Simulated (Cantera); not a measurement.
Charge: 1 mol PbS, 3.9 mol H2, held at 1973.15 K.

These are equilibrium values from Cantera (NASA tables, ideal gas, pure condensed phases), not measurements of a reactor. Candidate condensed phases: Pb, PbS, S; 10 gas species. Equilibrium is a limit: real reactors are often held back by kinetics, nucleation or transport.

log p: log10 of the partial pressure in bar; nothing condenses.

| P (Pa) | log p H2 | log p Pb | log p PbS | log p H | log p S2 | log p S | log p H2S | log p SH |
|---|---|---|---|---|---|---|---|---|
| 10 | -4.22 | -4.79 | -6.17 | -4.98 | -5.33 | -5.24 | -7.08 | -5.94 |
| 52 | … | … | … | … | … | … | … | … |
| 270 | … | … | … | … | … | … | … | … |
| 1400 | -2.00 | -2.75 | -3.05 | -3.87 | -3.17 | -4.16 | -3.78 | -3.75 |
| 7200 | -1.28 | -2.14 | -2.17 | -3.51 | -2.62 | -3.89 | -2.79 | -3.12 |
| 37000 | -0.56 | -1.53 | -1.35 | -3.15 | -2.20 | -3.68 | -1.86 | -2.56 |
| 190000 | 0.15 | -0.90 | -0.59 | -2.80 | -1.94 | -3.55 | -1.02 | -2.07 |
| 1000000 | 0.87 | -0.21 | 0.15 | -2.44 | -1.84 | -3.49 | -0.25 | -1.66 |

Q: Fill in the missing entries.

A: 
- 270, log p H2: -2.72
- 270, log p Pb: -3.39
- 270, log p PbS: -4.01
- 270, log p H: -4.23
- 270, log p S2: -3.80
- 270, log p S: -4.47
- 270, log p H2S: -4.82
- 270, log p SH: -4.43
- 52, log p H2: -3.46
- 52, log p Pb: -4.07
- 52, log p PbS: -5.05
- 52, log p H: -4.60
- 52, log p S2: -4.51
- 52, log p S: -4.83
- 52, log p H2S: -5.91
- 52, log p SH: -5.16
